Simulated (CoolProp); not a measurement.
n-hexane at 274.34 K and 0.227 MPa flows at 11 m/s in a round tube of 100 mm bore and 1.5 µm roughness, fully developed (64/Re and Nu = 3.66 if laminar; Colebrook and Gnielinski if turbulent). Each further row changes one setting.

Model: reference Helmholtz-energy equation of state, Thol 2019, in CoolProp.

```tsv
case	Reynolds number	Darcy friction factor	pressure drop (Pa/m)	heat-transfer coefficient (W/(m² K))	mass flow (kg/h)
as stated	1950000	0.0109	4470	10200	210000
velocity 22 m/s	3890000	0.0101	16500	19200	421000
diameter 200 mm	3890000	0.00974	1990	9370	841000
```

Viscosity comes from a separate model (Michailidou 2013). Thermal conductivity comes from a separate model (Assael 2013).
